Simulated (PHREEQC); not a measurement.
Make-up at 75 °C: 0.0011 mol ZnCl2 and 0.0002 mol NaCl per kg of water. Closed to the air; pH follows from the charge balance.

Equilibrium calculation in PHREEQC: ion-association model, phreeqc.dat.

Each row changes one thing in this solution. This is a speciation only: nothing precipitates in the calculation.

```tsv
case	pH	SI of Halite (NaCl)
as made	5.32	-7.99
temperature from 75 to 55 °C	5.57	-7.97
NaCl from 0.0002 to 0.0003 mol/kgw	5.32	-7.80
ZnCl2 from 0.0011 to 0.00099 mol/kgw	5.34	-8.03
NaCl from 0.0002 to 4e-05 mol/kgw	5.32	-8.72
diluted 5-fold with water	5.63	-9.35
ZnCl2 left out	6.34	-9.02
```

Species that the database lacks are ignored. Constants without temperature data keep their 25 °C values here.
